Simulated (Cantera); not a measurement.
Feed: 1 mol Al, 0.48 mol I₂, 0.13 mol O₂, 0.044 mol HI, equilibrated at 61.0 mbar.

These are equilibrium values from Cantera (NASA tables, ideal gas, pure condensed phases), not measurements of a reactor. Candidate condensed phases: Al, AlI₃, Al₂O₃, H₂O, I₂; 25 gas species. Mutual solubility and eutectic melting of coexisting phases are not modelled. Kinetics and transport are ignored. All values below are at 802 °C.

Base state: AlI₃ 0.642, AlI 0.309, H₂ 0.0489, HI 0.000247, Al₂I₆ 0.000120, I 9.43e-5 (mole fractions); condensed: Al(l) + Al₂O₃(s).

What changes in the equilibrium state with this change: Al replaced by AlN?


```tsv
species	before	after
AlI₃	0.642	0.449
N₂	0	0.360
I	9.43e-5	0.0859
AlI	0.309	2.60e-7
I₂	4.83e-8	0.0401
HI	0.000247	0.0616
H₂	0.0489	0.00366
Al₂I₆	0.000120	5.88e-5
Al(l), mol	0.400	0
Al₂O₃(s), mol	0.0867	0.0867
AlN(s), mol	0	0.540
```
Further candidate phases: AlN.
